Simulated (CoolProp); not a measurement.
500 sccm (0 °C, 1 atm) of nitrogen bubbles through liquid hexamethyldisiloxane (MM) at 335.3 K and leaves saturated at a total pressure of 0.15 MPa (ideal gas phase). Each further row changes one setting.

Computed with CoolProp (reference Helmholtz-energy equation of state, Thol 2016).

```tsv
case	vapour pressure (kPa)	mole fraction of vapour	delivery (mg/min)	delivery (sccm)	change of delivery for a bath 1 K warmer (%)
as stated	28.4	(withheld)	(withheld)	117	4.8
bath temperature 340.3 K	34.2	(withheld)	1070	148	4.8
total pressure 0.3 MPa	28.4	0.0947	379	52.3	4.3
```

Question: What belongs in the gaps?

Answer: 
- as stated, mole fraction of vapour: 0.189
- as stated, delivery (mg/min): 847
- bath temperature 340.3 K, mole fraction of vapour: 0.228
